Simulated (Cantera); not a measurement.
Charge: 1 mol Cu, 1.8 mol HF, 2.8 mol H₂, held at 3.90 Torr.

Cantera equilibrium calculation (NASA polynomials, part measured and part estimated; ideal gas, pure solids and liquids). Candidate condensed phases: Cu, CuF₂; 15 gas species. Equilibrium is a limit: real reactors are often held back by kinetics, nucleation or transport.

x: gas mole fraction; n: condensed amount in mol.

```json
[
 {"T (K)": "448", "x H₂": "0.609", "x HF": "0.391", "x Cu": "<1e-12", "x H": "<1e-12", "n Cu(s)": "1.00", "n Cu(l)": "0"},
 {"T (K)": "548", "x H₂": "0.609", "x HF": "0.391", "x Cu": "<1e-12", "x H": "<1e-12", "n Cu(s)": "1.00", "n Cu(l)": "0"},
 {"T (K)": "648", "x H₂": "0.609", "x HF": "0.391", "x Cu": "<1e-12", "x H": "<1e-12", "n Cu(s)": "1.00", "n Cu(l)": "0"},
 {"T (K)": "748", "x H₂": "0.609", "x HF": "0.391", "x Cu": "<1e-12", "x H": "3.11e-12", "n Cu(s)": "1.00", "n Cu(l)": "0"},
 {"T (K)": "848", "x H₂": "0.609", "x HF": "0.391", "x Cu": "…", "x H": "2.06e-10", "n Cu(s)": "1.00", "n Cu(l)": "0"},
 {"T (K)": "948", "x H₂": "0.609", "x HF": "0.391", "x Cu": "…", "x H": "5.67e-9", "n Cu(s)": "1.00", "n Cu(l)": "0"},
 {"T (K)": "1048", "x H₂": "0.609", "x HF": "0.391", "x Cu": "…", "x H": "8.36e-8", "n Cu(s)": "1.00", "n Cu(l)": "0"},
 {"T (K)": "1148", "x H₂": "0.609", "x HF": "0.391", "x Cu": "…", "x H": "7.75e-7", "n Cu(s)": "1.000", "n Cu(l)": "0"},
 {"T (K)": "1248", "x H₂": "0.609", "x HF": "0.391", "x Cu": "…", "x H": "5.05e-6", "n Cu(s)": "1.000", "n Cu(l)": "0"},
 {"T (K)": "1348", "x H₂": "0.609", "x HF": "0.391", "x Cu": "…", "x H": "2.50e-5", "n Cu(s)": "1.000", "n Cu(l)": "0"},
 {"T (K)": "1448", "x H₂": "0.608", "x HF": "0.391", "x Cu": "…", "x H": "9.97e-5", "n Cu(s)": "0", "n Cu(l)": "0.997"}
]
```

**Question.** Some entries are withheld; supply them.

**Answer.** 
- 848, x Cu: 2.24e-12
- 948, x Cu: 3.32e-10
- 1048, x Cu: 1.88e-8
- 1148, x Cu: 5.23e-7
- 1248, x Cu: 8.47e-6
- 1348, x Cu: 9.01e-5
- 1448, x Cu: 0.000638
